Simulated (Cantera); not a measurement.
An isothermal, constant-pressure homogeneous reactor starts with 20.0 % C3H8, 77.8 % H2, 2.20 % H2O, at 1675 K and 0.0760 bar.

Model: GRI-Mech 3.0 (53 species, 325 reactions), integrated in Cantera. GRI-Mech 3.0 was tuned for natural gas; its chemistry of propane as a main component is partial and can be far from experiment. GRI-Mech 3.0 stops at C3 and has no aromatics, soot or wall deposition, so with more carbon than oxygen in the feed, carbon stays in small species such as C2H2 where larger ones or solid carbon would form.

x: mole fraction; the columns are a selection and need not sum to one.

```
t (s)       x C3H8   x H2     x CH3       x H  x C2H2
--------  --------  -----  --------  --------  ------
0.000200  0.000107  0.668   0.00694         …  0.0568
0.000485   1.22e-6  0.678   0.00279         …  0.0814
0.00118    1.00e-7  0.686   0.00138         …   0.101
0.00285    2.71e-8  0.693  0.000892  0.000217   0.119
0.00691    1.89e-8  0.700  0.000855  0.000217   0.136
0.0168     2.06e-8  0.707  0.000925  0.000251   0.145
0.0406     1.55e-8  0.718  0.000846  0.000263   0.150
0.0985     8.08e-9  0.736  0.000685  0.000280   0.158
0.239      2.45e-9  0.759  0.000463         …   0.168
0.579     4.19e-10  0.780  0.000254  0.000344   0.176
1.40      6.68e-11  0.792  0.000126  0.000368   0.179
3.40      2.06e-11  0.800   7.08e-5  0.000377   0.178
8.25      1.01e-11  0.804   4.51e-5  0.000380   0.177
20.0      7.28e-12  0.805   3.51e-5  0.000381   0.176
```

**Question.** What belongs in the gaps?

**Answer.** 
- 0.000200, x H: 0.00146
- 0.000485, x H: 0.000630
- 0.00118, x H: 0.000324
- 0.239, x H: 0.000309
